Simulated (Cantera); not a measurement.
Feed: 1 mol SiH2Cl2, 0.0097 mol Cl2, 7.6 mol H2, at 0.0100 bar.

Cantera equilibrium calculation (NASA polynomials, part measured and part estimated; ideal gas, pure solids and liquids). Candidate condensed phases: Si; 19 gas species. The tables' values for SiCl3, SiCl are old estimates; treat these amounts as uncertain. Kinetics and transport are ignored. All values below are at 1573 K.

Base state: H2 0.840, HCl 0.110, SiCl2 0.0486, SiCl3 0.000928, H 0.000373, SiHCl3 4.72e-5, SiCl4 4.66e-5, Cl 3.87e-5 (mole fractions); condensed: Si(s).

Problem. What changes in the equilibrium state with this change: H2 from 7.6 to 460 mol?

Solution. 
| species | before | after |
|---|---|---|
| H2 | 0.840 | 0.995 |
| HCl | 0.110 | 0.00424 |
| H | 0.000373 | 0.000406 |
| SiCl2 | 0.0486 | 6.13e-5 |
| SiCl4 | 4.66e-5 | <1e-9 |
| SiCl3 | 0.000928 | 4.15e-8 |
| SiHCl3 | 4.72e-5 | 2.30e-9 |
| SiCl | 2.66e-5 | 9.44e-7 |
| Cl | 3.87e-5 | 1.38e-6 |
| Si(s), mol | 0.523 | 0.966 |
